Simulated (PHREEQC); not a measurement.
Consider water at 25 °C with 0.0014 mol/kgw NaH2PO4, 0.0064 mol/kgw NaOH and 0.00093 mol/kgw KCl. Closed to the air; pH follows from the charge balance.

Computed with PHREEQC (ion-association model, phreeqc.dat).

| quantity | before | after |
|---|---|---|
| pH | 11.62 | 11.51 |
| ionic strength (mol/kgw) | 0.0108 | 0.0101 |
| SI of Halite (NaCl) | -6.80 | -6.73 |
| SI of Sylvite (KCl) | -7.06 | -7.05 |

Task: What was changed between the two runs?
(A) temperature from 25 to 35 °C
(B) diluted 2-fold with water
(C) NaOH left out
(D) NaH2PO4 replaced by Na2B4O7 at the same molality

Result: D, NaH2PO4 replaced by Na2B4O7 at the same molality

Precipitation was switched off in this run.
